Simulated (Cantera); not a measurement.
Charge: 1 mol (CH3)2SiCl2, 7.1 mol H2, 0.78 mol C2H4, held at 22000 Pa.

Cantera equilibrium calculation (NASA polynomials, part measured and part estimated; ideal gas, pure solids and liquids). Candidate condensed phases: C, C6H6, C7H8, C8H18, Si, SiC; 109 gas species. The feed counts by its element totals alone. The tables' values for SiCl3 are old estimates; treat these amounts as uncertain. The numbers say what is thermodynamically allowed, not how fast it happens.

### Question
At 1550 °C, list the 6 most abundant gas species with their mole fractions, and the condensed phases.

### Answer
H2 0.843, HCl 0.153, SiCl2 0.00222, H 0.000848, C2H2 (acetylene) 0.000178, Cl 0.000117. Condensed: C(graphite) + SiC(s).
